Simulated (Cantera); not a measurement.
What does this Cantera script print?

```python
import numpy as np
import cantera as ct

gas = ct.Solution("gri30.yaml")
gas.TPX = 1575, 1100000, {'CH4': 1.4, 'O2': 3.03, 'N2': 21.5}
reactor = ct.IdealGasConstPressureReactor(gas, energy="on", clone=False)
net = ct.ReactorNet([reactor])
net.rtol, net.atol = 1e-08, 1e-16
show = ['CH4', 'O2', 'CH2CO', 'O', 'CH2O', 'CH2', 'H2O']
times = np.geomspace(2e-06, 0.1, 12)

steps = ct.SolutionArray(gas, extra=["t"])
rows = []
print(f"{'t/s':>10s}{'T/K':>9s}{'P/Pa':>11s}" + "".join(f"{s:>11s}" for s in show))
for t in times:
    while net.time < t:
        t_next = net.step()
        steps.append(gas.state, t=t_next)
    rows.append([np.interp(t, steps.t, y) for y in (steps.T, steps.P, *steps(*show).X.T)])
    print(f"{t:10.3e}{rows[-1][0]:9.1f}{rows[-1][1]:11.4g}" + "".join(f"{x:11.3e}" for x in rows[-1][2:]))
rate = np.gradient(steps.T, steps.t)
print("integrator steps:", len(steps.t))
if steps.T.max() > steps.T[0] + 200:
    print(f"time of steepest temperature rise: {steps.t[rate.argmax()]:.4e} s")
gas.TPX = 1575, 1100000, {'CH4': 1.4, 'O2': 3.03, 'N2': 21.5}
gas.equilibrate("HP")
print(f"equilibrium (HP): T = {gas.T:.1f} K  " + "  ".join(f"{s} {gas[s].X[0]:.3e}" for s in show))
```

It prints:

```
       t/s      T/K       P/Pa        CH4         O2      CH2CO          O       CH2O        CH2        H2O
 2.000e-06   1575.0    1.1e+06  5.399e-02  1.169e-01  2.217e-15  1.410e-08  2.112e-07  2.332e-12  9.120e-07
 5.348e-06   1575.0    1.1e+06  5.398e-02  1.168e-01  4.307e-13  2.914e-08  1.885e-06  1.957e-11  4.910e-06
 1.430e-05   1575.0    1.1e+06  5.392e-02  1.168e-01  1.318e-10  8.887e-08  1.941e-05  2.369e-10  3.581e-05
 3.824e-05   1576.2    1.1e+06  5.349e-02  1.166e-01  3.640e-08  2.629e-07  1.732e-04  1.910e-09  3.010e-04
 1.023e-04   1594.0    1.1e+06  4.948e-02  1.140e-01  8.248e-06  1.272e-06  1.122e-03  2.373e-08  3.389e-03
 2.735e-04   2587.2    1.1e+06  2.861e-16  1.201e-02  2.774e-18  7.310e-04  8.237e-11  4.487e-16  1.019e-01
 7.313e-04   2584.4    1.1e+06  2.997e-16  1.143e-02  2.846e-18  7.026e-04  8.372e-11  4.512e-16  1.019e-01
 1.956e-03   2579.3    1.1e+06  3.265e-16  1.050e-02  3.000e-18  6.577e-04  8.672e-11  4.580e-16  1.019e-01
 5.230e-03   2575.5    1.1e+06  3.491e-16  9.816e-03  3.125e-18  6.250e-04  8.925e-11  4.634e-16  1.020e-01
 1.398e-02   2575.1    1.1e+06  3.521e-16  9.731e-03  3.142e-18  6.209e-04  8.959e-11  4.641e-16  1.020e-01
 3.740e-02   2575.1    1.1e+06  3.521e-16  9.731e-03  3.142e-18  6.209e-04  8.959e-11  4.641e-16  1.020e-01
 1.000e-01   2575.1    1.1e+06  3.521e-16  9.731e-03  3.142e-18  6.209e-04  8.959e-11  4.641e-16  1.020e-01
integrator steps: 1888
time of steepest temperature rise: 1.5373e-04 s
equilibrium (HP): T = 2575.1 K  CH4 4.538e-16  O2 9.731e-03  CH2CO 3.634e-18  O 6.209e-04  CH2O 8.959e-11  CH2 5.506e-16  H2O 1.020e-01
```

Detailed kinetics in Cantera: GRI-Mech 3.0 (53 species, 325 reactions).
